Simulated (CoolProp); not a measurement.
Vapour-liquid equilibrium of dimethyl ether (1) + n-hexane (2) at 0.0137 MPa; x and y are mole fractions of (1).

Model: multi-fluid Helmholtz-energy mixture model, Wu 2011 and Thol 2019; pair parameters Bell 2016, in CoolProp.

| x | bubble temperature (°C) | y at the bubble point | dew temperature at overall composition x (°C) | liquid density (mol/L) |
|---|---|---|---|---|
| 0.05 | -16.3 | 0.834 | 15.3 | 8.238 |
| 0.125 | -35.3 | 0.958 | 13.6 | 8.793 |
| 0.2 | -44.0 | 0.980 | 11.8 | 9.279 |
| 0.275 | -49.0 | 0.988 | 9.8 | 9.762 |
| 0.35 | -52.2 | 0.991 | 7.6 | 10.26 |
| 0.425 | -54.4 | 0.993 | 5.2 | 10.80 |
| 0.5 | -56.0 | 0.995 | 2.6 | 11.37 |
| 0.575 | -57.2 | 0.996 | -0.4 | 11.99 |
| 0.65 | -58.2 | 0.996 | -3.9 | 12.67 |
| 0.725 | -59.1 | 0.997 | -8.1 | 13.42 |
| 0.8 | -60.0 | 0.998 | -13.3 | 14.26 |
| 0.875 | -60.9 | 0.998 | -20.6 | 15.19 |
| 0.95 | -61.9 | 0.999 | -33.2 | 16.26 |

No azeotrope shows between x = 0.05 and 0.95.

Pair parameters are fitted to limited data, so mixtures are less certain than the pure fluids.
